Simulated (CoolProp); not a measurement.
Vapour-liquid equilibrium of CH2F2 (R32) (1) + R123 (2) at 17.25 °C; x and y are mole fractions of (1).

The numbers come from the multi-fluid Helmholtz-energy mixture model, Tillner-Roth 1997 and Younglove 1994; pair parameters Bell 2016 in CoolProp.

```tsv
x	bubble pressure (kPa)	y at the bubble point	dew pressure at overall composition x (kPa)	liquid density (mol/L)
0.05	147.8	0.547	[?]	9.967
0.125	265.9	0.756	77.54	[?]
0.2	379.2	0.836	84.73	10.84
0.275	485.9	0.877	[?]	11.33
0.35	585.1	[?]	104.0	11.85
0.425	677.4	0.921	117.2	12.41
0.5	764.0	0.934	134.3	13.02
0.575	846.9	0.945	157.1	13.69
0.65	928.2	0.955	189.2	14.42
0.725	1011	[?]	237.5	15.22
0.8	1097	0.973	318.3	16.11
0.875	[?]	[?]	478.7	17.11
0.95	[?]	0.993	883.6	18.23
```

Question: What belongs in the gaps?

Answer: 
- 0.05, dew pressure at overall composition x (kPa): 71.46
- 0.125, liquid density (mol/L): 10.39
- 0.275, dew pressure at overall composition x (kPa): 93.38
- 0.35, y at the bubble point: 0.903
- 0.725, y at the bubble point: 0.964
- 0.875, bubble pressure (kPa): 1189
- 0.875, y at the bubble point: 0.983
- 0.95, bubble pressure (kPa): 1291

No azeotrope shows between x = 0.05 and 0.95.

The pair parameters rest on a limited set of measurements; away from them the model extrapolates. The gap from Raoult's law changes sign with composition, which may be real or a fault of the pair parameters; it wasn't checked against measurements.
